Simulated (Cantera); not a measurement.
What does this Cantera script print?

```python
import numpy as np
import cantera as ct

gas_names = """
    B BH BH2 BH3 BN B2 H H2 N NH NH2 NH3 N2 N2H2 N2H4
""".split()
cond_names = """
    B(b) B(L) BN(s)
""".split()


# ... load() reads the species with a 1 bar reference pressure and builds the phases ...
atoms = {
    'BN': {'B': 1, 'N': 1},
    'H2': {'H': 2},
}
top_T = {'BN(s)': 3200}  # K; cautious upper limits of use, not melting points


# ... equilibrate(T, P, feed) seeds the gas with the atoms and calls Mixture.equilibrate('TP', solver="vcs", rtol=1e-11, max_steps=5000) ...
results = []
feed = {'BN': 1, 'H2': 0.18}  # mol
T = 1598  # K
P = 2  # Pa
mix = equilibrate(T, P, feed)
results.append((T, P, feed, dict(zip(mix.species_names, mix.species_moles))))
print(gas.report(threshold=0.001))
for i in range(1, mix.n_phases):
    print(f"{mix.phase(i).name:16s} {mix.phase_moles(i):12.5e} mol")
```

Output:

```
       temperature   1598 K
          pressure   2 Pa
           density   3.1412e-07 kg/m^3
  mean mol. weight   2.0868 kg/kmol
   phase of matter   gas

                          1 kg             1 kmol
                     ---------------   ---------------
          enthalpy         2.011e+07        4.1965e+07  J
   internal energy        1.3743e+07        2.8678e+07  J
           entropy        1.3009e+05        2.7146e+05  J/K
    Gibbs function       -1.8777e+08       -3.9183e+08  J
 heat capacity c_p             15628             32612  J/K
 heat capacity c_v             11643             24297  J/K

                      mass frac. Y      mole frac. X     chem. pot. / RT
                     ---------------   ---------------   ---------------
                 H          0.005706          0.011813           -14.812
                H2           0.95159           0.98499           -29.624
                N2          0.042542          0.003169           -42.783
     [  +12 minor]        0.00016347        2.6835e-05

B(b)              1.14641e-03 mol
BN(s)             9.98849e-01 mol
```

Cantera equilibrium calculation (NASA polynomials, part measured and part estimated; ideal gas, pure solids and liquids). Mutual solubility and eutectic melting of coexisting phases are not modelled. The tables' values for BH2 are old estimates; treat these amounts as uncertain.
